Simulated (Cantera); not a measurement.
**Equilibrium for aluminium nitride and oxide growth: AlCl3 + N2O + H2**

Charge: 1 mol AlCl3, a varied amount of N2O, 1.6 mol H2, held at 1898 K and 750 Torr.

Cantera equilibrium calculation (NASA polynomials, part measured and part estimated; ideal gas, pure solids and liquids). Candidate condensed phases: Al, AlCl3, AlN, Al2O3, H2O, NH4Cl; 45 gas species. Gases not in the tables: Al(OH)3. Kinetics and transport are ignored.

```tsv
n(N2O) (mol)	x N2	x HCl	x O2	x H2O	x Cl	x Cl2	x NO	x OH	n Al2O3(s)
1.8	0.357	0.544	0.00682	0.0455	0.0382	0.00609	0.000691	0.000346	0.499
2.2	0.389	0.466	0.0357	0.0505	0.0469	0.00920	0.00165	0.000552	0.499
2.8	0.426	0.390	0.0733	0.0488	0.0479	0.00959	0.00248	0.000649	0.499
3.5	0.459	0.330	0.107	0.0451	0.0463	0.00894	0.00310	0.000686	0.500
4.3	0.486	0.280	0.136	0.0411	0.0438	0.00799	0.00360	0.000696	0.500
5.4	0.514	0.232	0.165	0.0364	0.0404	0.00682	0.00408	0.000688	0.500
6.8	0.538	0.190	0.192	0.0318	0.0368	0.00564	0.00450	0.000667	0.500
8.5	0.559	0.155	0.214	0.0276	0.0332	0.00459	0.00485	0.000639	0.500
11	0.579	0.122	0.237	0.0232	0.0291	0.00354	0.00519	0.000601	0.500
13	0.590	0.104	0.249	0.0207	0.0266	0.00296	0.00537	0.000574	0.500
16	0.603	0.0849	0.262	0.0178	0.0237	0.00235	0.00557	0.000540	0.500
```
x: gas mole fraction; n: condensed amount in mol.

From 1.8 mol N2O to 16 mol N2O the condensed part is Al2O3(s).
